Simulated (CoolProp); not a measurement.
Vapour-liquid equilibrium of n-heptane (1) + p-xylene (2) at 38.3 kPa; x and y are mole fractions of (1).

Values from CoolProp's multi-fluid Helmholtz-energy mixture model, Span 2003 and Zhou 2012; pair parameters Bell 2016.

**Question.** Give the bubble temperature and the first vapour's composition at x = 0.05, 0.2, 0.35. Is there an azeotrope?

**Answer.** x = 0.05: 374.0 K, y = 0.176; x = 0.2: 364.3 K, y = 0.496; x = 0.35: 357.7 K, y = 0.668. No azeotrope shows between x = 0.05 and 0.95.

Pair parameters are fitted to limited data, so mixtures are less certain than the pure fluids.
